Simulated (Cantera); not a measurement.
Charge: 1 mol Al, 0.25 mol O2, 41 mol N2, at 0.100 bar.

Cantera equilibrium calculation (NASA polynomials, part measured and part estimated; ideal gas, pure solids and liquids). Candidate condensed phases: Al, AlN, Al2O3; 16 gas species. Mutual solubility and eutectic melting of coexisting phases are not modelled. Condensed phases not in the tables: aluminium oxynitride. Rates play no part.

log p: log10 of the partial pressure in bar; n: condensed amount in mol.

```tsv
T (K)	log p N2	log p Al	log p Al2O	log p AlO	log p Al2	n AlN(s)	n Al2O3(s)
1198	-1.00	<-13	<-13	<-13	<-13	0.667	0.167
1348	-1.00	-12.21	<-13	<-13	<-13	0.667	0.167
1498	-1.00	-9.74	-11.51	<-13	<-13	0.667	0.167
1648	-1.00	[?]	[?]	[?]	<-13	0.667	0.167
1798	-1.00	[?]	[?]	[?]	[?]	0.666	0.167
1948	-1.00	-4.63	-5.00	-8.17	-9.65	0.652	0.165
2098	-1.00	-3.42	-3.47	-6.81	-7.56	0.322	0.120
```

**Question.** What belongs in the gaps?

**Answer.** 
- 1648, log p Al: -7.72
- 1648, log p Al2O: -8.93
- 1648, log p AlO: -11.65
- 1798, log p Al: -6.04
- 1798, log p Al2O: -6.80
- 1798, log p AlO: -9.76
- 1798, log p Al2: -12.09
